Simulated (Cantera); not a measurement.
A closed system holds: 1 mol CH3Cl, 0.15 mol H2, held at 0.0780 bar.

Equilibrium computed with Cantera from the NASA thermochemical tables; the gas is ideal and each condensed phase is pure. Candidate condensed phases: C, C6H6, C7H8, C8H18; 91 gas species. The tables' values for CCl are old estimates; treat these amounts as uncertain. Equilibrium is a limit: real reactors are often held back by kinetics, nucleation or transport.

log p: log10 of the partial pressure in bar; n: condensed amount in mol.

```json
[
 {"T (K)": "948", "log p H2": "-1.38", "log p H": "-9.97", "log p HCl": "-1.44", "log p Cl": "-10.05", "log p C3": "<-13", "log p C2H2 (acetylene)": "-10.97", "log p C2H": "<-13", "log p C": "<-13", "n C(graphite)": "0.992"},
 {"T (K)": "1148", "log p H2": "-1.38", "log p H": "-7.83", "log p HCl": "-1.44", "log p Cl": "-7.95", "log p C3": "<-13", "log p C2H2 (acetylene)": "-8.81", "log p C2H": "<-13", "log p C": "<-13", "n C(graphite)": "0.999"},
 {"T (K)": "1348", "log p H2": "-1.38", "log p H": "-6.33", "log p HCl": "-1.44", "log p Cl": "-6.47", "log p C3": "<-13", "log p C2H2 (acetylene)": "-7.30", "log p C2H": "<-13", "log p C": "<-13", "n C(graphite)": "1.000"},
 {"T (K)": "1548", "log p H2": "-1.38", "log p H": "-5.20", "log p HCl": "-1.44", "log p Cl": "-5.36", "log p C3": "<-13", "log p C2H2 (acetylene)": "-6.18", "log p C2H": "-12.61", "log p C": "<-13", "n C(graphite)": "1.000"},
 {"T (K)": "1748", "log p H2": "-1.38", "log p H": "-4.33", "log p HCl": "-1.44", "log p Cl": "-4.50", "log p C3": "<-13", "log p C2H2 (acetylene)": "-5.33", "log p C2H": "-10.43", "log p C": "<-13", "n C(graphite)": "1.000"},
 {"T (K)": "1948", "log p H2": "-1.38", "log p H": "-3.64", "log p HCl": "-1.44", "log p Cl": "-3.82", "log p C3": "-11.13", "log p C2H2 (acetylene)": "-4.65", "log p C2H": "-8.71", "log p C": "-11.02", "n C(graphite)": "0.999"},
 {"T (K)": "2148", "log p H2": "-1.39", "log p H": "-3.07", "log p HCl": "-1.45", "log p Cl": "-3.27", "log p C3": "-9.09", "log p C2H2 (acetylene)": "-4.10", "log p C2H": "-7.32", "log p C": "-9.23", "n C(graphite)": "0.996"},
 {"T (K)": "2348", "log p H2": "-1.40", "log p H": "-2.61", "log p HCl": "-1.47", "log p Cl": "-2.82", "log p C3": "-7.40", "log p C2H2 (acetylene)": "-3.66", "log p C2H": "-6.16", "log p C": "-7.75", "n C(graphite)": "0.987"},
 {"T (K)": "2548", "log p H2": "-1.43", "log p H": "-2.22", "log p HCl": "-1.51", "log p Cl": "-2.46", "log p C3": "-5.99", "log p C2H2 (acetylene)": "-3.31", "log p C2H": "-5.20", "log p C": "-6.50", "n C(graphite)": "0.970"},
 {"T (K)": "2748", "log p H2": "-1.48", "log p H": "-1.91", "log p HCl": "-1.60", "log p Cl": "-2.18", "log p C3": "-4.78", "log p C2H2 (acetylene)": "-3.04", "log p C2H": "-4.40", "log p C": "-5.43", "n C(graphite)": "0.936"},
 {"T (K)": "2948", "log p H2": "-1.59", "log p H": "-1.67", "log p HCl": "-1.74", "log p Cl": "-1.98", "log p C3": "-3.75", "log p C2H2 (acetylene)": "-2.86", "log p C2H": "-3.74", "log p C": "-4.51", "n C(graphite)": "?"},
 {"T (K)": "3148", "log p H2": "-1.76", "log p H": "-1.50", "log p HCl": "-1.96", "log p Cl": "-1.86", "log p C3": "-2.85", "log p C2H2 (acetylene)": "-2.79", "log p C2H": "-3.20", "log p C": "-3.71", "n C(graphite)": "?"},
 {"T (K)": "3348", "log p H2": "-2.02", "log p H": "-1.40", "log p HCl": "-2.27", "log p Cl": "-1.82", "log p C3": "-2.35", "log p C2H2 (acetylene)": "-3.03", "log p C2H": "-2.97", "log p C": "-3.10", "n C(graphite)": "?"}
]
```

Problem. Fill in the missing entries.

Solution. 
- 2948, n C(graphite): 0.863
- 3148, n C(graphite): 0.605
- 3348, n C(graphite): 0
